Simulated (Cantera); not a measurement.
A closed system holds: 1 mol CH₃SiCl₃, 0.4 mol C₂H₂, 160 mol H₂, 0.062 mol C₃H₈, at 0.0100 bar.

Method: chemical equilibrium by Gibbs-energy minimisation in Cantera with the NASA 1993 tables (ideal gas, pure condensed phases). Candidate condensed phases: C, C₆H₆, C₇H₈, C₈H₁₈, Si, SiC; 109 gas species. The feed counts by its element totals alone. The tables' values for SiCl are old estimates; treat these amounts as uncertain. Gases not in the tables: Si₂H₆ and higher silanes. Rates play no part.

x: gas mole fraction; n: condensed amount in mol.

```tsv
T (K)	x H₂	x H	x HCl	x C₂H₂ (acetylene)	n C(graphite)	n SiC(s)
1973	0.968	0.0133	0.0179	[?]	0.817	0.961
2023	0.962	0.0186	0.0178	[?]	0.771	0.923
2073	0.954	0.0257	0.0176	[?]	0.733	0.845
2123	0.944	0.0349	0.0174	[?]	0.726	0.691
2173	0.930	0.0465	0.0170	[?]	0.794	0.391
2223	0.913	0.0612	0.0167	[?]	0.876	0
2273	0.894	0.0794	0.0163	[?]	0.593	0
2323	0.871	0.102	0.0159	[?]	0.247	0
2373	0.844	0.128	0.0153	0.00478	0	0
2423	0.813	0.160	0.0146	0.00471	0	0
2473	0.777	0.197	0.0139	0.00460	0	0
```

Task: What belongs in the gaps?

Result: 
- 1973, x C₂H₂ (acetylene): 0.000620
- 2023, x C₂H₂ (acetylene): 0.000859
- 2073, x C₂H₂ (acetylene): 0.00117
- 2123, x C₂H₂ (acetylene): 0.00156
- 2173, x C₂H₂ (acetylene): 0.00205
- 2223, x C₂H₂ (acetylene): 0.00265
- 2273, x C₂H₂ (acetylene): 0.00337
- 2323, x C₂H₂ (acetylene): 0.00422
